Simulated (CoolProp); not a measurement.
Properties of methanol at several states.

Computed with CoolProp (reference Helmholtz-energy equation of state, de Reuck 1993).

```csv
T (°C),p (kPa),phase,density (kg/m³),cv (kJ/(kg K)),conductivity (mW/(m K)),fugacity coefficient
193.65,17100,liquid,…,…,176,0.1934
200.35,56.1,gas,0.4580,…,34.6,0.9970
5.75,1990,liquid,…,2.005,…,0.002978
```

Complete the blanks.


- 193.65, density (kg/m³): 619.6
- 193.65, cv (kJ/(kg K)): 3.064
- 200.35, cv (kJ/(kg K)): 1.547
- 5.75, density (kg/m³): 806.0
- 5.75, conductivity (mW/(m K)): 205

Thermal conductivity comes from a separate model (Sykioti 2013).
